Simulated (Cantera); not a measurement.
A closed system holds: 1 mol Si3N4, 0.0055 mol O2, 230 mol H2.

Cantera equilibrium calculation (NASA polynomials, part measured and part estimated; ideal gas, pure solids and liquids). Candidate condensed phases: H2O, Si, SiO2, Si2N2O, Si3N4; 35 gas species. Mutual solubility and eutectic melting of coexisting phases are not modelled. Rates play no part.

Question: What condenses at these points (T in K, P in Pa): (1248, 42); (1598, 0.10); (1648, 5.6); (1198, 18000); (1498, 1000000); (1348, 2400); (1348, 18000); (1648, 18000)?

Answer: 
```tsv
T (K)	P in Pa	condensed phases	Si condensed (%)
1248	42	Si + Si2N2O + Si3N4	100.0
1598	0.10	gas only	0.0
1648	5.6	Si	62.7
1198	18000	Si2N2O + Si3N4	100.0
1498	1000000	Si2N2O + Si3N4	100.0
1348	2400	Si + Si2N2O + Si3N4	100.0
1348	18000	Si2N2O + Si3N4	100.0
1648	18000	Si + Si3N4	99.5
```
